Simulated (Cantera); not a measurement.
An isothermal, constant-pressure homogeneous reactor starts with H₂ : O₂ : N₂ = 0.7 : 1 : 0.73 (molar parts), equivalence ratio 0.35, at 1250 K and 0.158 atm.

Detailed kinetics in Cantera: GRI-Mech 3.0 (53 species, 325 reactions). The temperature is held fixed by assumption; the heat of reaction is taken as removed at once.

x: mole fraction; the columns are a selection and need not sum to one.

| t (s) | x H₂ | x O₂ | x HO₂ | x H₂O₂ | x H | x H₂O | x N₂O |
|---|---|---|---|---|---|---|---|
| 4.00e-5 | 0.288 | 0.412 | 3.29e-7 | 1.58e-9 | 8.21e-6 | 1.08e-5 | <1e-12 |
| 8.92e-5 | 0.251 | 0.394 | 2.97e-5 | 5.97e-7 | 0.0189 | 0.0260 | 2.34e-10 |
| 0.000199 | (withheld) | 0.296 | (withheld) | 4.75e-6 | (withheld) | (withheld) | (withheld) |
| 0.000443 | 0.00442 | 0.309 | 5.91e-5 | 4.82e-6 | 0.00422 | 0.324 | 3.02e-8 |
| 0.000988 | 0.000642 | 0.312 | 2.55e-5 | 2.23e-6 | 0.000191 | 0.335 | 3.97e-8 |
| 0.00220 | 0.000104 | 0.312 | 6.89e-6 | 8.59e-7 | 1.32e-5 | 0.336 | 4.37e-8 |
| 0.00491 | 2.15e-5 | 0.312 | 1.88e-6 | 3.43e-7 | 1.49e-6 | 0.336 | 4.56e-8 |
| 0.0110 | (withheld) | 0.312 | (withheld) | (withheld) | (withheld) | 0.336 | 4.66e-8 |
| 0.0244 | 1.83e-6 | 0.312 | 2.22e-7 | 6.26e-8 | 4.99e-8 | 0.336 | 4.73e-8 |
| 0.0545 | 6.74e-7 | 0.312 | 9.38e-8 | 2.79e-8 | 1.20e-8 | 0.336 | 4.75e-8 |
| 0.121 | 2.72e-7 | 0.312 | 4.89e-8 | 1.28e-8 | 3.22e-9 | 0.337 | 4.70e-8 |
| 0.271 | 1.22e-7 | 0.312 | 3.55e-8 | 6.20e-9 | 9.91e-10 | 0.337 | 4.53e-8 |
| 0.604 | 6.77e-8 | 0.312 | 3.44e-8 | 3.57e-9 | 4.12e-10 | 0.337 | 4.12e-8 |
| 1.35 | 5.35e-8 | 0.312 | 3.56e-8 | 2.84e-9 | 2.89e-10 | 0.337 | 3.31e-8 |
| 3.00 | 5.23e-8 | 0.312 | 3.58e-8 | 2.77e-9 | 2.78e-10 | 0.337 | 2.08e-8 |

Task: Fill in the missing entries.

Result: 
- 0.000199, x H₂: 0.0187
- 0.000199, x HO₂: 6.45e-5
- 0.000199, x H: 0.0502
- 0.000199, x H₂O: 0.266
- 0.000199, x N₂O: 1.62e-8
- 0.0110, x H₂: 5.69e-6
- 0.0110, x HO₂: 6.03e-7
- 0.0110, x H₂O₂: 1.44e-7
- 0.0110, x H: 2.42e-7
